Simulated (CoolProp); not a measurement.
Vapour-liquid equilibrium of propylene (1) + R22 (2) at 2.04 MPa; x and y are mole fractions of (1).

Computed with CoolProp (multi-fluid Helmholtz-energy mixture model, Lemmon 2013 and Kamei 1995; pair parameters Bell 2016).

```
x      bubble temperature, mixture model (°C)  bubble temperature, Raoult's law (°C)  y, mixture model  y, Raoult's law
-----  --------------------------------------  -------------------------------------  ----------------  ---------------
0.05                                     51.4                                   52.0             0.060            0.053
0.125                                    50.5                                   51.8             0.145            0.131
0.2                                      49.7                                   51.7             0.224            0.209
0.275                                    49.0                                   51.5             0.299            0.286
0.35                                     48.5                                   51.3             0.371            0.362
0.425                                    48.1                                   51.1             0.441            0.438
0.5                                      47.9                                   50.9             0.510            0.514
0.575                                    47.8                                   50.8             0.578            0.588
0.65                                     47.8                                   50.6             0.647            0.662
0.725                                    47.9                                   50.4             0.717            0.736
0.8                                      48.2                                   50.2             0.789            0.809
0.875                                    48.6                                   50.0             0.864            0.881
0.95                                     49.2                                   49.8             0.944            0.953
```

The largest gap from Raoult's law is -3.0 K in bubble temperature, at x = 0.5. y crosses x between x = 0.575 and 0.65: the model has an azeotrope there.

The pair parameters rest on a limited set of measurements; away from them the model extrapolates.
